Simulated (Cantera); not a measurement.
Input (Python, Cantera) and output of one run.

```python
import numpy as np
import cantera as ct

gas_names = """
    F FO FO2 F2 F2O H HF HOF HO2 H2 H2F2 H2O H2O2 H3F3 H4F4 H5F5 H6F6 H7F7 O OH O2 O3 Si SiF SiF2 SiF3
    SiF4 SiH SiHF3 SiH2 SiH2F2 SiH3 SiH3F SiH4 SiO SiO2 Si2 Si3
""".split()
cond_names = """
    H2O(s) H2O(L) Si(cr) Si(L) SiO2(Lqz) SiO2(hqz) SiO2(L)
""".split()


# ... load() reads the species with a 1 bar reference pressure and builds the phases ...
atoms = {
    'SiF4': {'Si': 1, 'F': 4},
    'H2O': {'H': 2, 'O': 1},
    'H2': {'H': 2},
}
top_T = {}  # K; cautious upper limits of use, not melting points


# ... equilibrate(T, P, feed) seeds the gas with the atoms and calls Mixture.equilibrate('TP', solver="vcs", rtol=1e-11, max_steps=5000) ...
results = []
feed = {'SiF4': 1, 'H2O': 0.11, 'H2': 3.4}  # mol
T = 1350  # K
P = 370  # Pa
mix = equilibrate(T, P, feed)
results.append((T, P, feed, dict(zip(mix.species_names, mix.species_moles))))
print(gas.report(threshold=1e-06))
for i in range(1, mix.n_phases):
    print(f"{mix.phase(i).name:16s} {mix.phase_moles(i):12.5e} mol")
```

Output:

```
       temperature   1350 K
          pressure   370 Pa
           density   0.00079085 kg/m^3
  mean mol. weight   23.992 kg/kmol
   phase of matter   gas

                          1 kg             1 kmol
                     ---------------   ---------------
          enthalpy       -1.2528e+07       -3.0058e+08  J
   internal energy       -1.2996e+07        -3.118e+08  J
           entropy             11728        2.8138e+05  J/K
    Gibbs function       -2.8362e+07       -6.8044e+08  J
 heat capacity c_p            1949.2             46765  J/K
 heat capacity c_v            1602.7             38451  J/K

                      mass frac. Y      mole frac. X     chem. pot. / RT
                     ---------------   ---------------   ---------------
                 H        1.4185e-06        3.3762e-05           -12.099
                HF          0.042025          0.050396            -56.35
                H2          0.062396           0.74255           -24.198
               H2O         0.0001008        0.00013425           -61.945
              SiF2        4.1197e-05        1.4957e-05           -104.42
              SiF3         0.0071027         0.0020029           -148.67
              SiF4           0.88669            0.2044           -192.92
             SiHF3         0.0015991        0.00044564           -160.77
               SiO        3.7399e-05        2.0353e-05            -53.66
     [  +29 minor]           1.3e-06        4.5824e-07

Si(cr)            0.00000e+00 mol
SiO2(hqz)         5.46468e-02 mol
```

Equilibrium computed with Cantera from the NASA thermochemical tables; the gas is ideal and each condensed phase is pure. The tables' values for SiF3, SiF2 are old estimates; treat these amounts as uncertain. The tables hold silica as quartz up to 1696 K and as liquid above; real silica turns to tridymite and cristobalite and melts near 1996 K.
